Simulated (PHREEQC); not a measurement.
Dissolve 0.0013 mol/kgw CdCl2, 0.18 mol/kgw MgSO4, 0.0024 mol/kgw HCl and 4.7e-05 mol/kgw Na2SO4 at 84 °C. Closed to the air; pH follows from the charge balance.

All values are PHREEQC results (ion-association model, phreeqc.dat), not measurements.

| quantity | before | after |
|---|---|---|
| pH | 3.55 | 4.10 |
| ionic strength (mol/kgw) | 0.188 | 0.0293 |
| MgSO4 (mol/kgw) | 0.133 | 0.0107 |
| Mg+2 (mol/kgw) | 0.0472 | 0.00728 |
| SO4-2 (mol/kgw) | 0.0443 | 0.00708 |
| HSO4- (mol/kgw) | 0.00203 | 0.000148 |
| SI of Halite (NaCl) | -8.28 | -10.11 |

Problem. Name the change that produced these shifts.
A. diluted 10-fold with water
B. Na2SO4 from 4.7e-05 to 9.4e-06 mol/kgw
C. temperature from 84 to 10 °C
D. diluted 100-fold with water
E. Na2SO4 from 4.7e-05 to 9.4e-05 mol/kgw

Solution. A, diluted 10-fold with water

Precipitation was switched off in this run. Away from 25 °C the constants follow the database's enthalpies or fits; those with neither stay at their 25 °C values.
